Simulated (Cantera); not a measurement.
Input: 1 mol NH₃, 1.1 mol H₂, 0.64 mol O₂, at 2698.15 K and 1 atm.

These are equilibrium values from Cantera (NASA tables, ideal gas, pure condensed phases), not measurements of a reactor. Candidate condensed phases: H₂O; 24 gas species. Equilibrium is a limit: real reactors are often held back by kinetics, nucleation or transport.

Base state: H₂ 0.404, H₂O 0.393, N₂ 0.157, H 0.0356, OH 0.00886, O 0.000498, NO 0.000433, O₂ 0.000196 (mole fractions); condensed: gas only.

What changes in the equilibrium state with this change: 0.032 mol H₂S added?


| species | before | after |
|---|---|---|
| H₂ | 0.404 | 0.413 |
| H₂O | 0.393 | 0.377 |
| N₂ | 0.157 | 0.154 |
| SO | 0 | 0.00356 |
| H | 0.0356 | 0.0360 |
| SO₂ | 0 | 0.00291 |
| SH | 0 | 0.00154 |
Further candidate phases: H₂SO₄, S.
